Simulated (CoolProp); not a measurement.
Vapour-liquid equilibrium of n-hexane (1) + dimethyl carbonate (2) at 0.655 MPa; x and y are mole fractions of (1).

Model: multi-fluid Helmholtz-energy mixture model, Thol 2019 and Zhou 2011; pair parameters Bell 2016, in CoolProp.

Task: Give the bubble temperature and the first vapour's composition at x = 0.05, 0.425, 0.95. Is there an azeotrope?

Result: x = 0.05: 156.3 °C, y = 0.151; x = 0.425: 139.9 °C, y = 0.549; x = 0.95: 141.2 °C, y = 0.925. y crosses x between x = 0.65 and 0.725: the model has an azeotrope there.

The pair parameters rest on a limited set of measurements; away from them the model extrapolates.
